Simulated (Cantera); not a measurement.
Charge: 1 mol C₃H₆, 1.3 mol CO₂, held at 1102 °C and 5.60 bar.

Method: chemical equilibrium by Gibbs-energy minimisation in Cantera with the NASA 1993 tables (ideal gas, pure condensed phases). Candidate condensed phases: C, C₆H₆, C₇H₈, C₈H₁₈, H₂O; 110 gas species. Kinetics and transport are ignored.

Base state: H₂ 0.523, CO 0.460, CH₄ 0.00763, H₂O 0.00621, CO₂ 0.00264 (mole fractions); condensed: C(graphite).

### Question
What changes in the equilibrium state with this change: pressure from 5.60 bar to 0.300 bar?

### Answer
```json
[
 {"species": "H₂", "before": "0.523", "after": "0.535"},
 {"species": "CO", "before": "0.460", "after": "0.464"},
 {"species": "CH₄", "before": "0.00763", "after": "0.000427"},
 {"species": "H₂O", "before": "0.00621", "after": "0.000343"},
 {"species": "CO₂", "before": "0.00264", "after": "0.000144"},
 {"species": "C(graphite), mol", "before": "1.71", "after": "1.70"}
]
```

### Question
What changes in the equilibrium state with this change: CO₂ from 1.3 to 0.67 mol?

### Answer
```tsv
species	before	after
H₂	0.523	0.674
CO	0.460	0.307
CH₄	0.00763	0.0127
CO₂	0.00264	0.00117
H₂O	0.00621	0.00533
C(graphite), mol	1.71	2.30
```

### Question
What changes in the equilibrium state with this change: pressure from 5.60 bar to 1.00 bar?

### Answer
| species | before | after |
|---|---|---|
| H₂ | 0.523 | 0.533 |
| CO | 0.460 | 0.464 |
| CH₄ | 0.00763 | 0.00142 |
| H₂O | 0.00621 | 0.00114 |
| CO₂ | 0.00264 | 0.000478 |
| C(graphite), mol | 1.71 | 1.70 |
